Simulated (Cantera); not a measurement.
An adiabatic, constant-pressure homogeneous reactor starts with 15.2 % CH4, 17.9 % O2, 67.0 % N2, equivalence ratio 1.7, at 1673 K and 10.0 bar.

Cantera simulation using GRI-Mech 3.0 (53 species, 325 reactions); the numbers are that mechanism's predictions, not measurements.

Task: Predict: time of steepest temperature rise; temperature at 4.00 s; equilibrium temperature; x(O2) at 4.00 s; x(O) at 4.00 s.

Result: 
- time of steepest temperature rise: 50.4 µs
- temperature at 4.00 s: 2844 K
- equilibrium temperature: 2844 K
- x(O2) at 4.00 s: 0.000139 (gas-phase equilibrium 0.000139)
- x(O) at 4.00 s: 0.000241 (gas-phase equilibrium 0.000241)
